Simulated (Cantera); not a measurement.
Input (Python, Cantera) and output of one run.

```python
import numpy as np
import cantera as ct

gas_names = """
    CL CL2 H HCL H2 N NH NH2 NH3 N2 N2H2 N2H4 Si SiCL SiCL2 SiCL3 SiCL4 SiH SiHCL3 SiH2 SiH2CL2 SiH3
    SiH3CL SiH4 SiN Si2 Si2N Si3
""".split()
cond_names = """
    NH4CL(a) NH4CL(b) Si(cr) Si(L) Si3N4(a)
""".split()


# ... load() reads the species with a 1 bar reference pressure and builds the phases ...
atoms = {
    'Si2H6': {'Si': 2, 'H': 6},
    'N2': {'N': 2},
    'HCl': {'H': 1, 'CL': 1},
}
top_T = {'Si3N4(a)': 2400}  # K; cautious upper limits of use, not melting points


# ... equilibrate(T, P, feed) seeds the gas with the atoms and calls Mixture.equilibrate('TP', solver="vcs", rtol=1e-11, max_steps=5000) ...
results = []
feed = {'Si2H6': 1, 'N2': 7, 'HCl': 1.4}  # mol
T = 1623  # K
P = 18000  # Pa
mix = equilibrate(T, P, feed)
results.append((T, P, feed, dict(zip(mix.species_names, mix.species_moles))))
x = sorted(zip(gas.X, gas.species_names), reverse=True)
print(f"T = {T:g} K  P = {P:g} Pa  gas = {mix.phase_moles(0):.4g} mol")
print("   x: " + "  ".join(f"{s} {v:.3e}" for v, s in x if v > 1e-05))
print("   condensed (mol): " + ("  ".join(f"{mix.phase(i).name} {mix.phase_moles(i):.4g}"
      for i in range(1, mix.n_phases) if mix.phase_moles(i) > 1e-12) or "none"))
```

Output:

```
T = 1623 K  P = 18000 Pa  gas = 10.1 mol
   x: N2 5.648e-01  H2 3.031e-01  HCL 1.263e-01  SiCL2 4.900e-03  SiCL3 5.728e-04  SiCL4 1.563e-04  H 8.969e-05  SiHCL3 5.813e-05  CL 2.943e-05
   condensed (mol): Si3N4(a) 0.6475
```

Cantera equilibrium calculation (NASA polynomials, part measured and part estimated; ideal gas, pure solids and liquids). The feed counts by its element totals alone. The tables' values for SiCl3 are old estimates; treat these amounts as uncertain.
